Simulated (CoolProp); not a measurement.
Model: reference Helmholtz-energy equation of state, Beckmüller 2019, in CoolProp.

**Question.** Give the vapour pressure (bar), vapour density (kg/m³), vapour viscosity (µPa s) of saturated n-octane at 144.45, 148.05 °C.

**Answer.** 
| T (°C) | p (bar) | vapour density (kg/m³) | vapour viscosity (µPa s) |
|---|---|---|---|
| 144.45 | 1.66 | 5.94 | 7.87 |
| 148.05 | 1.82 | 6.47 | 7.94 |

Viscosity comes from a separate model (Huber 2004).
